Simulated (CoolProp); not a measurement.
Vapour pressure (bar) of fluoroethane (R161): the reference equation beside estimates from Tc = 375.2 K, pc = 50.10 bar, ω = 0.216. Clausius-Clapeyron is anchored at 302.3 K with a constant enthalpy of vaporisation of 15.98 kJ/mol.

Model: reference Helmholtz-energy equation of state, Wu 2012, in CoolProp.

| T (K) | reference | Lee-Kesler | Clausius-Clapeyron | van der Waals | Peng-Robinson |
|---|---|---|---|---|---|
| 296.3 | 8.787 | 8.834 | 9.088 | 18.07 | 8.766 |
| 302.3 | 10.34 | 10.39 | 10.34 | 19.83 | 10.32 |
| 308.3 | 12.08 | 12.14 | 11.70 | 21.70 | 12.08 |
| 314.3 | 14.03 | 14.10 | 13.18 | 23.67 | 14.04 |
| 320.3 | 16.20 | 16.28 | 14.78 | 25.75 | 16.24 |
| 326.3 | 18.62 | 18.70 | 16.50 | 27.94 | 18.68 |
| 332.3 | 21.28 | 21.37 | 18.35 | 30.24 | 21.39 |
| 338.3 | 24.22 | 24.32 | 20.34 | 32.65 | 24.37 |
| 344.3 | 27.46 | 27.56 | 22.45 | 35.18 | 27.66 |

Absolute difference from the reference over all 9 rows, mean and median: Lee-Kesler 0.5 and 0.5 %, Clausius-Clapeyron 9.0 and 8.8 %, van der Waals 62.2 and 59.0 %, Peng-Robinson 0.3 and 0.2 %.
